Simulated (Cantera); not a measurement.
Adiabatic ignition

An adiabatic, constant-volume homogeneous reactor starts with C3H8 : O2 : N2 = 1 : 8.47 : 31.9 (molar parts), equivalence ratio 0.59, at 1400 K and 6680 Torr.

Cantera simulation using GRI-Mech 3.0 (53 species, 325 reactions); the numbers are that mechanism's predictions, not measurements. GRI-Mech 3.0 was tuned for natural gas; its chemistry of propane as a main component is partial and can be far from experiment.

```
t (s)     T (K)  P (bar)  x C3H8    x O2     x OH    x C2H6      x CO
--------  -----  -------  ------  ------  -------  --------  --------
3.00e-6    1399     8.90  0.0241   0.205  8.95e-7   2.99e-6   1.82e-7
9.11e-6    1399     8.90  0.0235   0.204  2.60e-6   7.96e-5   9.58e-6
2.77e-5    1404     8.95  0.0212   0.203  4.19e-6  0.000552  0.000193
8.40e-5    2794     18.4  <1e-12  0.0806   0.0116    <1e-12   0.00764
0.000255   2778     18.3  <1e-12  0.0766   0.0110    <1e-12   0.00738
0.000775   2762     18.1  <1e-12  0.0725   0.0105    <1e-12   0.00712
0.00235    2758     18.1  <1e-12  0.0717   0.0104    <1e-12   0.00707
0.00714    2758     18.1  <1e-12  0.0717   0.0104    <1e-12   0.00707
0.0217     2758     18.1  <1e-12  0.0717   0.0104    <1e-12   0.00707
0.0659     2758     18.1  <1e-12  0.0717   0.0104    <1e-12   0.00707
0.200      2758     18.1  <1e-12  0.0717   0.0104    <1e-12   0.00707
```
x: mole fraction; the columns are a selection and need not sum to one.

```yaml
time_of_steepest_temperature_rise: 65.4 µs
temperature at 0.200 s: 2758 K
equilibrium_temperature: 2758 K
x(C3H8) at 0.200 s: <1e-12 (gas-phase equilibrium <1e-12)
x(O2) at 0.200 s: 0.0717 (gas-phase equilibrium 0.0717)
x(OH) at 0.200 s: 0.0104 (gas-phase equilibrium 0.0104)
```
